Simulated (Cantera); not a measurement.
A perfectly stirred reactor is fed with CH₄ : CO : O₂ : N₂ : CO₂ = 1 : 0.047 : 4.31 : 16.2 : 1.6 (molar parts), equivalence ratio 0.47, at 7.80 bar; it is adiabatic with a 675 K inlet, and is followed from long to short residence time, starting on the burning branch (τ in s: 0.086, 0.028, 0.0088, 0.0028, 0.0009, 0.00029, 9.2e-05, 3e-05, 9.4e-06, 3e-06).

Model: GRI-Mech 3.0 (53 species, 325 reactions), integrated in Cantera.

### Question
What does this change do: inlet temperature 675 to 400 K?

### Answer
```
quantity                                                                        before                               after
------------------------------------------------  ------------------------------------  ----------------------------------
blow-out, bracketed by the residence times tried  burning at 0.900 ms, out at 0.290 ms  burning at 28.0 ms, out at 8.80 ms
x(CH₄) at τ = 86.0 ms                                                          1.14e-5                            0.000135
x(CO) at τ = 86.0 ms                                                          0.000145                             0.00115
x(O₂) at τ = 86.0 ms                                                            0.0989                              0.0997
x(C₂H₂) at τ = 86.0 ms                                                         6.44e-9                             3.33e-7
x(CH₂CO) at τ = 86.0 ms                                                        7.71e-9                             1.37e-6
x(CH₄) at τ = 0.290 ms                                                          0.0432                              0.0432
x(CO) at τ = 0.290 ms                                                          0.00203                             0.00203
x(O₂) at τ = 0.290 ms                                                            0.186                               0.186
x(C₂H₂) at τ = 0.290 ms                                                         <1e-12                              <1e-12
x(CH₂CO) at τ = 0.290 ms                                                        <1e-12                              <1e-12
```
